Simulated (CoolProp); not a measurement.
A simple Rankine cycle with ammonia: condensing at 332.15 K, boiler at 6.06 MPa, turbine inlet 376.5 K, turbine efficiency 0.6, pump efficiency 0.8, no recuperator. Each further row changes one setting.

Computed with CoolProp (reference Helmholtz-energy equation of state, Gao 2020).

```tsv
case	thermal efficiency (%)	net work (kJ/kg)	heat in (kJ/kg)	turbine exit temperature (K)	volume ratio over the turbine
as stated	5.3	52.3	980	332.1	2.34
turbine inlet 396.5 K	5.6	60.8	1080	336.7	2.18
condensing temperature 324.15 K	6.4	65.1	1020	324.1	2.85
boiler pressure 4.24 MPa	3.5	38.1	1080	342.8	1.58
turbine efficiency 0.5	4.3	42.3	980	332.1	2.37
```

The expansion ends wet for: as stated; condensing temperature 324.15 K; turbine efficiency 0.5.
